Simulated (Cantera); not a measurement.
## Reactions in the system H-N-O-Zr

Source: NASA polynomial tables (part measured, part estimated), evaluated in Cantera. Values are per mole of reaction as written; species without (g) are pure solids or liquids, kept so even where they would boil at 1 bar. ZrN: taken at fixed stoichiometry.

5 H₂O₂(g) + 2 ZrN = 2 ZrO₂(g) + N₂O(g) + 5 H₂O(g)

```json
[
 {"T (K)": "1400", "ΔH° (kJ)": "-325.1", "ΔS° (J/K)": "419.3", "ΔG° (kJ)": "-912.2", "log10 K": "34.03"},
 {"T (K)": "1475", "ΔH° (kJ)": "-328.8", "ΔS° (J/K)": "416.8", "ΔG° (kJ)": "-943.6", "log10 K": "33.41"},
 {"T (K)": "1550", "ΔH° (kJ)": "-332.6", "ΔS° (J/K)": "414.3", "ΔG° (kJ)": "-974.7", "log10 K": "32.85"},
 {"T (K)": "1625", "ΔH° (kJ)": "-336.4", "ΔS° (J/K)": "411.9", "ΔG° (kJ)": "-1005.7", "log10 K": "32.33"},
 {"T (K)": "1700", "ΔH° (kJ)": "-340.3", "ΔS° (J/K)": "409.6", "ΔG° (kJ)": "-1036.5", "log10 K": "31.85"},
 {"T (K)": "1775", "ΔH° (kJ)": "-344.2", "ΔS° (J/K)": "407.3", "ΔG° (kJ)": "-1067.1", "log10 K": "31.40"},
 {"T (K)": "1850", "ΔH° (kJ)": "-348.2", "ΔS° (J/K)": "405.1", "ΔG° (kJ)": "-1097.6", "log10 K": "30.99"},
 {"T (K)": "1925", "ΔH° (kJ)": "-352.3", "ΔS° (J/K)": "402.9", "ΔG° (kJ)": "-1127.9", "log10 K": "30.60"},
 {"T (K)": "2000", "ΔH° (kJ)": "-356.4", "ΔS° (J/K)": "400.8", "ΔG° (kJ)": "-1158.0", "log10 K": "30.24"},
 {"T (K)": "2075", "ΔH° (kJ)": "-360.5", "ΔS° (J/K)": "398.8", "ΔG° (kJ)": "-1188.0", "log10 K": "29.91"},
 {"T (K)": "2150", "ΔH° (kJ)": "-364.8", "ΔS° (J/K)": "396.8", "ΔG° (kJ)": "-1217.9", "log10 K": "29.59"}
]
```
